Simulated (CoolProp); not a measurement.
Model: reference Helmholtz-energy equation of state, Platzer 1990, in CoolProp. This equation is an older, rougher fit; its heat capacities, sound speeds and derivatives of the liquid may be far off and weren't checked against measurements.

Q: Give the vapour pressure (MPa), liquid density (kg/m³), vapour Z of saturated R21 at 32.55 °C.

A: 
```
T (°C)  p (MPa)  liquid density (kg/m³)  vapour Z
------  -------  ----------------------  --------
32.55     0.234                    1350     0.936
```
